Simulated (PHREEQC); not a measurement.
## Spent oxide etchant: speciation

Solution (25 °C): 0.0015 mol/kgw HF, 0.013 mol/kgw (NH4)2SiF6, 4e-05 mol/kgw H3BO3 and 0.01 mol/kgw H2SO4. Closed to the air; pH follows from the charge balance.

Equilibrium calculation in PHREEQC: ion-association model, wateq4f.dat.

- pH: 1.89
- ionic strength: 0.0584 mol/kgw
- total alkalinity: -73.5 meq/kg

| species | molality | activity | log γ |
|---|---|---|---|
| NH4+ | 0.0252 | 0.0205 | -0.090 |
| H+ | 0.0154 | 0.0130 | -0.072 |
| SiF6-2 | 0.0124 | 0.00549 | -0.353 |
| SO4-2 | 0.00546 | 0.00241 | -0.355 |
| HF | 0.00466 | 0.00473 | 0.006 |
| HSO4- | 0.00376 | 0.00305 | -0.091 |
| NH4SO4- | 0.000780 | 0.000636 | -0.088 |
| H4SiO4 | 0.000616 | 0.000624 | 0.006 |
| F- | 0.000303 | 0.000242 | -0.096 |
| H2F2 | 5.74e-5 | 5.82e-5 | 0.006 |
| BF4- | 2.44e-5 | 1.93e-5 | -0.103 |

Precipitation was switched off in this run. Saturation is exceeded, for instance for Quartz (slow to form), Chalcedony (slow to form); the values hold only as long as no solid forms. Species that the database lacks are ignored. SiF6-2 is the database's only silicon fluoride. Real BF4- forms and hydrolyses slowly; the run takes it at equilibrium.
